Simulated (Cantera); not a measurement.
Cantera run:

```python
import numpy as np
import cantera as ct

gas_names = """
    C CO COS CO2 CS CS2 C2 C2O C3 C3O2 C4 C5 Mg MgO MgS Mg2 O O2 O3 S SO SO2 SO3 S2 S2O S8
""".split()
cond_names = """
    C(gr) Mg(cr) Mg(L) MgCO3(s) MgO(s) MgO(L) MgS(s) MgSO4(s) MgSO4(L) S(cr1) S(cr2) S(L)
""".split()


# ... load() reads the species with a 1 bar reference pressure and builds the phases ...
atoms = {
    'MgSO4': {'Mg': 1, 'S': 1, 'O': 4},
    'CO2': {'C': 1, 'O': 2},
}
top_T = {'C(gr)': 4500, 'MgS(s)': 2250}  # K; cautious upper limits of use, not melting points


# ... equilibrate(T, P, feed) seeds the gas with the atoms and calls Mixture.equilibrate('TP', solver="vcs", rtol=1e-11, max_steps=5000) ...
results = []
feed = {'MgSO4': 1, 'CO2': 0.64}  # mol
T = 1748  # K
P = 560000  # Pa
mix = equilibrate(T, P, feed)
results.append((T, P, feed, dict(zip(mix.species_names, mix.species_moles))))
x = sorted(zip(gas.X, gas.species_names), reverse=True)
print(f"T = {T:g} K  P = {P:g} Pa  gas = {mix.phase_moles(0):.4g} mol")
print("   x: " + "  ".join(f"{s} {v:.3e}" for v, s in x if v > 0.001))
print("   condensed (mol): " + ("  ".join(f"{mix.phase(i).name} {mix.phase_moles(i):.4g}"
      for i in range(1, mix.n_phases) if mix.phase_moles(i) > 1e-12) or "none"))
```

It prints:

```
T = 1748 K  P = 560000 Pa  gas = 2.133 mol
   x: SO2 4.622e-01  CO2 3.000e-01  O2 2.311e-01  SO3 6.668e-03
   condensed (mol): MgO(s) 1
```

These are equilibrium values from Cantera (NASA tables, ideal gas, pure condensed phases), not measurements of a reactor.
